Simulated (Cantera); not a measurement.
A closed system holds: 1 mol Pb, 0.46 mol H₂, 6 mol CO, held at 873.15 K and 0.400 bar.

Method: chemical equilibrium by Gibbs-energy minimisation in Cantera with the NASA 1993 tables (ideal gas, pure condensed phases). Candidate condensed phases: C, C₆H₆, C₇H₈, C₈H₁₈, H₂O, Pb, PbO, PbO₂, Pb₃O₄; 113 gas species. Rates play no part.

Base state: CO₂ 0.542, CO 0.346, H₂ 0.0700, H₂O 0.0411, CH₄ 0.000877 (mole fractions); condensed: C(graphite) + Pb(l).

What changes in the equilibrium state with this change: temperature from 873.15 K to 1125 K?


```
species             before     after
----------------  --------  --------
CO                   0.346     0.908
H₂                  0.0700    0.0709
CO₂                  0.542    0.0193
H₂O                 0.0411   0.00166
Pb                 1.60e-6  0.000473
CH₄               0.000877   5.80e-5
C(graphite), mol      2.37     0.132
Pb(l), mol           1.000     0.997
```

What changes in the equilibrium state with this change: temperature from 873.15 K to 1623 K?


| species | before | after |
|---|---|---|
| CO | 0.346 | 0.804 |
| Pb | 1.60e-6 | 0.134 |
| H₂ | 0.0700 | 0.0616 |
| CO₂ | 0.542 | 6.32e-5 |
| H₂O | 0.0411 | 1.50e-5 |
| Pb₂ | <1e-9 | 8.41e-5 |
| H | <1e-9 | 2.71e-5 |
| CH₄ | 0.000877 | 2.25e-6 |
| C(graphite), mol | 2.37 | 0 |
| Pb(l), mol | 1.000 | 0 |
